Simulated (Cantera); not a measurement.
# Adiabatic ignition

An adiabatic, constant-pressure homogeneous reactor starts with 10.1 % C2H4, 16.9 % O2, 63.5 % N2, 9.42 % H2O, equivalence ratio 1.8, at 1450 K and 1.20 bar.

Computed with Cantera and GRI-Mech 3.0 (53 species, 325 reactions). GRI-Mech 3.0 was tuned for natural gas; its chemistry of ethylene as a main component is partial and can be far from experiment.

```
t (s)     T (K)   x C2H4      x O2   x H2O    x HCN    x NO2    x HO2     x CH2
--------  -----  -------  --------  ------  -------  -------  -------  --------
2.00e-6    1450    0.101     0.169  0.0942   <1e-12   <1e-12  1.09e-8    <1e-12
5.64e-6    1450    0.101     0.169  0.0942   <1e-12   <1e-12  1.64e-7  1.09e-12
1.59e-5    1450    0.101     0.169  0.0942   <1e-12   <1e-12  5.29e-5   4.05e-9
4.48e-5    2657  2.85e-9  0.000781   0.157  6.36e-5  5.97e-9  4.33e-7   2.35e-6
0.000126   2670   <1e-12  0.000557   0.155  7.90e-8  1.00e-8  3.47e-7  1.17e-12
0.000356   2682   <1e-12  0.000483   0.156  1.55e-8  1.34e-8  3.09e-7  1.25e-12
0.00100    2685   <1e-12  0.000455   0.156  2.44e-8  2.12e-8  2.93e-7  1.30e-12
0.00283    2683   <1e-12  0.000444   0.156  3.79e-8  3.50e-8  2.86e-7  1.31e-12
0.00797    2681   <1e-12  0.000438   0.156  4.63e-8  4.36e-8  2.83e-7  1.31e-12
0.0225     2681   <1e-12  0.000437   0.156  4.68e-8  4.41e-8  2.82e-7  1.31e-12
0.0634     2681   <1e-12  0.000437   0.156  4.68e-8  4.41e-8  2.82e-7  1.31e-12
0.179      2681   <1e-12  0.000437   0.156  4.68e-8  4.41e-8  2.82e-7  1.31e-12
0.503      2681   <1e-12  0.000437   0.156  4.68e-8  4.41e-8  2.82e-7  1.31e-12
1.42       2681   <1e-12  0.000437   0.156  4.68e-8  4.41e-8  2.82e-7  1.31e-12
4.00       2681   <1e-12  0.000437   0.156  4.68e-8  4.41e-8  2.82e-7  1.31e-12
```
x: mole fraction; the columns are a selection and need not sum to one.

```
Property                                                               Value
---------------------------------  -----------------------------------------
time of steepest temperature rise                                    32.0 µs
temperature at 4.00 s                                                 2681 K
equilibrium temperature                                               2681 K
x(C2H4) at 4.00 s                      <1e-12 (gas-phase equilibrium <1e-12)
x(O2) at 4.00 s                    0.000437 (gas-phase equilibrium 0.000437)
x(H2O) at 4.00 s                         0.156 (gas-phase equilibrium 0.156)
```
